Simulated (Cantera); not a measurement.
A closed system holds: 1 mol Fe₂O₃, 200 mol H₂, 5.2 mol H₂O, held at 83.0 mbar.

These are equilibrium values from Cantera (NASA tables, ideal gas, pure condensed phases), not measurements of a reactor. Candidate condensed phases: Fe, FeO, Fe(OH)₂, Fe(OH)₃, Fe₂O₃, Fe₃O₄, H₂O; 12 gas species. Equilibrium is a limit: real reactors are often held back by kinetics, nucleation or transport.

Question: Which condensed phases are stable at each of these points (T (K)): 1923, 1973, 2023, 2073, 2123, 2173, 2223?

Answer: 
| T (K) | condensed phases | Fe condensed (%) |
|---|---|---|
| 1923 | Fe(l) | 81.6 |
| 1973 | Fe(l) | 66.6 |
| 2023 | Fe(l) | 41.2 |
| 2073 | gas only | 0.0 |
| 2123 | gas only | 0.0 |
| 2173 | gas only | 0.0 |
| 2223 | gas only | 0.0 |

From 1923 K to 2023 K the condensed part is Fe(l). From 2073 K to 2223 K nothing is condensed.
